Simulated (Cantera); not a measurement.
Input: 1 mol SiC, a varied amount of O2, 2.3 mol N2, at 1925 K and 0.0100 bar.

These are equilibrium values from Cantera (NASA tables, ideal gas, pure condensed phases), not measurements of a reactor. Candidate condensed phases: C, Si, SiC, SiO2, Si2N2O, Si3N4; 34 gas species. The tables' values for SiN are old estimates; treat these amounts as uncertain. The tables hold silica as quartz up to 1696 K and as liquid above; real silica turns to tridymite and cristobalite and melts near 1996 K. Rates play no part.

x: gas mole fraction; n: condensed amount in mol.

```
n(O2) (mol)   x N2     x CO2      x CO     x SiO    x O2      x NO  n SiC(s)  n SiO2(condensed)
-----------  -----  --------  --------  --------  ------  --------  --------  -----------------
0.0013       0.998  1.74e-12  0.000828  0.000300  <1e-12    <1e-12     0.998                  0
0.0038       0.996  1.35e-11   0.00200   0.00129  <1e-12    <1e-12     0.995                  0
0.011        0.990       [?]       [?]       [?]  <1e-12       [?]     0.988                  0
0.031        0.973  7.48e-10    0.0135    0.0127  <1e-12  5.71e-12     0.968                  0
0.09         0.927   5.61e-9    0.0367    0.0358  <1e-12  1.54e-11     0.909                  0
0.26           [?]       [?]       [?]       [?]  <1e-12       [?]       [?]                  0
0.75         0.605   1.64e-7     0.198     0.197  <1e-12  6.77e-11     0.248                  0
2.2          0.653     0.277   0.00786   1.40e-5  0.0589   0.00298         0              1.000
```

Question: What belongs in the gaps?

Answer: 
- 0.011, x CO2: 1.02e-10
- 0.011, x CO: 0.00514
- 0.011, x SiO: 0.00433
- 0.011, x NO: 2.07e-12
- 0.26, x N2: 0.815
- 0.26, x CO2: 3.59e-8
- 0.26, x CO: 0.0926
- 0.26, x SiO: 0.0917
- 0.26, x NO: 3.67e-11
- 0.26, n SiC(s): 0.739
